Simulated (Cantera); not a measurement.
A closed system holds: 1 mol ZrO2, 770 mol H2, at 1552 °C and 4.05 Torr.

Cantera equilibrium calculation (NASA polynomials, part measured and part estimated; ideal gas, pure solids and liquids). Candidate condensed phases: H2O, Zr, ZrO2; 12 gas species. Equilibrium is a limit: real reactors are often held back by kinetics, nucleation or transport.

Base state: H2 0.994, H 0.00598 (mole fractions); condensed: ZrO2(tetragonal).

**Question.** What changes in the equilibrium state with this change: temperature from 1552 °C to 1602 °C?

**Answer.** 
```
species                 before    after
---------------------  -------  -------
H2                       0.994    0.991
H                      0.00598  0.00888
ZrO2(tetragonal), mol    1.000    1.000
```
